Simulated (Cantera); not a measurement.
A freely propagating, adiabatic, planar premixed flame of CH₄ : C₂H₆ : O₂ : N₂ = 1 : 0.73 : 3.25 : 9.76 (molar parts), equivalence ratio 1.4, unburnt at 550 K and 2100 Torr; mixture-averaged transport, grid criteria slope 0.08 and curve 0.16, no radiation.

Detailed kinetics in Cantera: GRI-Mech 3.0 (53 species, 325 reactions). Burning velocities carry a grid error of a few per cent, more on coarse grids.

Problem. How do the results move with these cheaper or finer settings: unity-Lewis-number transport; multicomponent transport; multicomponent+Soret transport; grid criteria slope 0.5, curve 1; grid criteria slope 0.25, curve 0.5; grid criteria slope 0.03, curve 0.06?

Solution. 
| setting | laminar burning velocity | thermal thickness | peak x(HO₂) | peak x(CH₃) | grid points |
|---|---|---|---|---|---|
| as above | 86.8 cm/s | 0.140 mm | 0.000411 | 0.00464 | 152 |
| unity-Lewis-number transport | 61.9 cm/s | 0.172 mm | 0.000289 | 0.00357 | 144 |
| multicomponent transport | 86.7 cm/s | 0.143 mm | 0.000409 | 0.00464 | 152 |
| multicomponent+Soret transport | 86.9 cm/s | 0.140 mm | 0.000423 | 0.00461 | 152 |
| grid criteria slope 0.5, curve 1 | 95.1 cm/s | 0.159 mm | 0.000395 | 0.00452 | 34 |
| grid criteria slope 0.25, curve 0.5 | 88.3 cm/s | 0.145 mm | 0.000410 | 0.00462 | 61 |
| grid criteria slope 0.03, curve 0.06 | 86.0 cm/s | 0.138 mm | 0.000412 | 0.00465 | 358 |
The base run took about 4 core-seconds (a rough figure).
Unity Lewis numbers drop preferential diffusion, which matters most where H2 and H carry the flame; Soret adds thermal diffusion.
